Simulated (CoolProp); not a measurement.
Sulfur dioxide along the isobar 0.735 MPa: density (kg/m³) from the reference equation and from simpler models built on Tc = 430.6 K, pc = 7.887 MPa, ω = 0.256; each cubic takes its own stable root.

Computed with CoolProp (reference Helmholtz-energy equation of state, Gao 2016).

```csv
T (K),phase,reference
384.7,gas,15.49
395.5,gas,14.99
406.3,gas,14.53
417.1,gas,14.10
427.9,gas,13.70
438.7,gas,13.32
449.4,gas,12.97
460.2,gas,12.63
471,gas,12.32
481.8,gas,12.02
492.6,gas,11.73
503.4,gas,11.46
514.2,gas,11.21
525,gas,10.96
```

Problem. How far does each simpler model (van der Waals, Redlich-Kwong) lie from the reference over these 14 states: mean and median of the absolute difference, and the worst?

Solution. 
- van der Waals: mean 0.4 %, median 0.2 %, worst -1.3 % at 384.7 K and 0.735 MPa
- Redlich-Kwong: mean 0.2 %, median 0.2 %, worst -0.5 % at 384.7 K and 0.735 MPa
